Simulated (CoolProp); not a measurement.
A Linde-Hampson liquefier for CF4 (R14): isothermal reversible compression at 300 K from 1 atm to 20 MPa, throttling to 1 atm, return gas leaving the recuperator 10 K below the feed. Each further row changes one setting.

Values from CoolProp's reference Helmholtz-energy equation of state, Platzer 1990. This equation is an older, rougher fit; its heat capacities, sound speeds and derivatives of the liquid may be far off and weren't checked against measurements.

| case | liquid yield per pass | compression work (kJ/kg of gas) |
|---|---|---|
| as stated | 0.251 | 135 |
| high pressure 40 MPa | 0.272 | 154 |
| warm-end temperature 330 K | 0.182 | 154 |
| warm-end gap 15 K | 0.239 | 135 |
